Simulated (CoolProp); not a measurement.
A simple Rankine cycle with dimethyl carbonate: condensing at 325.15 K, boiler at 0.376 MPa, turbine inlet 415.8 K, turbine efficiency 0.85, pump efficiency 0.8, no recuperator. Each further row changes one setting.

The numbers come from the reference Helmholtz-energy equation of state, Zhou 2011 in CoolProp.

```json
[
 {"case": "as stated", "thermal efficiency (%)": "15.0", "net work (kJ/kg)": "77.4", "heat in (kJ/kg)": "517", "turbine exit temperature (K)": "354.5", "volume ratio over the turbine": "13.5"},
 {"case": "turbine inlet 435.8 K", "thermal efficiency (%)": "14.9", "net work (kJ/kg)": "81.9", "heat in (kJ/kg)": "548", "turbine exit temperature (K)": "374.1", "volume ratio over the turbine": "13.5"},
 {"case": "condensing temperature 317.15 K", "thermal efficiency (%)": "16.3", "net work (kJ/kg)": "86.4", "heat in (kJ/kg)": "532", "turbine exit temperature (K)": "347.4", "volume ratio over the turbine": "18.7"},
 {"case": "boiler pressure 0.263 MPa", "thermal efficiency (%)": "13.2", "net work (kJ/kg)": "68.7", "heat in (kJ/kg)": "520", "turbine exit temperature (K)": "363.2", "volume ratio over the turbine": "9.48"},
 {"case": "turbine efficiency 0.75", "thermal efficiency (%)": "13.2", "net work (kJ/kg)": "68.2", "heat in (kJ/kg)": "517", "turbine exit temperature (K)": "361.3", "volume ratio over the turbine": "13.8"}
]
```
